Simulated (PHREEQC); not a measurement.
Consider water at 20 °C with 0.16 mol TMAH, 0.0007 mol K2SiO3 and 0.072 mol K3PO4 per kg of water. Closed to the air; pH follows from the charge balance.

Model: ion-association model, phreeqc.dat, run in PHREEQC.

| quantity | before | after |
|---|---|---|
| pH | 13.17 | 13.23 |
| ionic strength (mol/kgw) | 0.592 | 0.162 |

Problem. What was changed between the two runs?
(A) K2SiO3 replaced by KHSO4 at the same molality
(B) K2SiO3 from 0.0007 to 0.00077 mol/kgw
(C) K3PO4 left out
(D) K2SiO3 replaced by KHCO3 at the same molality
(E) K2SiO3 from 0.0007 to 0.00105 mol/kgw

Solution. C, K3PO4 left out

This is a speciation only: nothing precipitates in the calculation. (CH3)4N+ isn't in the database: it is added as a free cation with an ion size of 4 Å.
